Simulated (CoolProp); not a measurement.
R21 along the isotherm 199.85 °C: fugacity coefficient from the reference equation and from simpler models built on Tc = 179.6 °C, pc = 5.289 MPa, ω = 0.206; each cubic takes its own stable root.

Model: reference Helmholtz-energy equation of state, Platzer 1990, in CoolProp. This equation is an older, rougher fit; its heat capacities, sound speeds and derivatives of the liquid may be far off and weren't checked against measurements.

```
p (MPa)          phase  reference
-------  -------------  ---------
2.94               gas     0.8421
5.88     supercritical     0.6827
8.81     supercritical     0.5277
11.8     supercritical     0.4336
14.7     supercritical     0.3789
17.6     supercritical     0.3432
20.6     supercritical     0.3178
23.5     supercritical     0.3006
26.4     supercritical     0.2882
```

How far does each simpler model (van der Waals, Redlich-Kwong) lie from the reference over these 9 states: mean and median of the absolute difference, and the worst?


- van der Waals: mean 10.3 %, median 9.7 %, worst +21.5 % at 199.85 °C and 26.4 MPa
- Redlich-Kwong: mean 2.5 %, median 2.6 %, worst +5.0 % at 199.85 °C and 26.4 MPa
